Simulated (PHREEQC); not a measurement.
**Arsenic or selenium liquor: an equilibrium model**

Make-up at 30 °C: 0.8 mmol/kgw H3AsO4 and 0.92 mmol/kgw HCl. Closed to the air; pH follows from the charge balance.

The numbers come from PHREEQC with the ion-association model, wateq4f.dat.

No solid was allowed to form.

Q: What pH, ionic strength does the model give?

A: pH 2.83; ionic strength 0.00154 mol/kgw.

Q: In which forms is As present?

A: H2AsO4- 77 %, H3AsO4 23 % of the As.
